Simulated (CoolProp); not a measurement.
Vapour-liquid equilibrium of R143a (1) + R152A (2) at 1050 kPa; x and y are mole fractions of (1).

Model: multi-fluid Helmholtz-energy mixture model, Lemmon and Jacobsen 2000 and Outcalt 1996; pair parameters Bell 2016, in CoolProp.

| x | bubble temperature, mixture model (°C) | bubble temperature, Raoult's law (°C) | y, mixture model | y, Raoult's law |
|---|---|---|---|---|
| 0.05 | 43.2 | 43.6 | 0.091 | 0.095 |
| 0.2 | 37.4 | 38.4 | ? | 0.336 |
| 0.35 | 32.6 | 33.8 | 0.493 | 0.525 |
| 0.5 | ? | 29.6 | ? | 0.676 |
| 0.65 | 25.0 | 25.8 | 0.758 | 0.797 |
| 0.8 | 21.9 | 22.3 | 0.867 | 0.895 |
| 0.95 | ? | 19.1 | 0.968 | 0.976 |

Fill in the missing entries.


- 0.2, y, mixture model: 0.318
- 0.5, bubble temperature, mixture model (°C): 28.5
- 0.5, y, mixture model: 0.636
- 0.95, bubble temperature, mixture model (°C): 19.0

The largest gap from Raoult's law is -1.2 K in bubble temperature, at x = 0.35. No azeotrope shows between x = 0.05 and 0.95.

The pair parameters rest on a limited set of measurements; away from them the model extrapolates.
